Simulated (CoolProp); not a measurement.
Cyclopentane along the isobar 5250 kPa: fugacity coefficient from the reference equation and from simpler models built on Tc = 511.7 K, pc = 4583 kPa, ω = 0.202; each cubic takes its own stable root.

The numbers come from the reference Helmholtz-energy equation of state, Gedanitz 2015 in CoolProp.

```tsv
T (K)	phase	reference
204.7	liquid	3.407e-5
216.5	liquid	9.568e-5
228.3	liquid	0.0002377
240.1	liquid	0.0005326
252	liquid	0.001099
263.8	liquid	0.002090
275.6	liquid	0.003724
287.4	liquid	0.006272
299.3	liquid	0.01009
311.1	liquid	0.01548
```

Question: How far does each simpler model (van der Waals, Redlich-Kwong, Peng-Robinson) lie from the reference over these 10 states: mean and median of the absolute difference, and the worst?

Answer: 
- van der Waals: mean 4852.7 %, median 2193.4 %, worst +19665.2 % at 204.7 K and 5250 kPa
- Redlich-Kwong: mean 77.7 %, median 80.4 %, worst +90.4 % at 216.5 K and 5250 kPa
- Peng-Robinson: mean 3.5 %, median 1.6 %, worst +12.1 % at 204.7 K and 5250 kPa
